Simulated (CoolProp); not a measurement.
Computed with CoolProp (reference Helmholtz-energy equation of state, Wagner 2002).

Q: For water, give the phase and the Z, cp (kJ/(kg K)), conductivity (mW/(m K)) at 198.55 °C and 22.1 bar.

A: 
- 198.55 °C and 22.1 bar: liquid; Z 0.0117, cp 4.48, conductivity 662

Thermal conductivity comes from a separate model (Huber 2012).
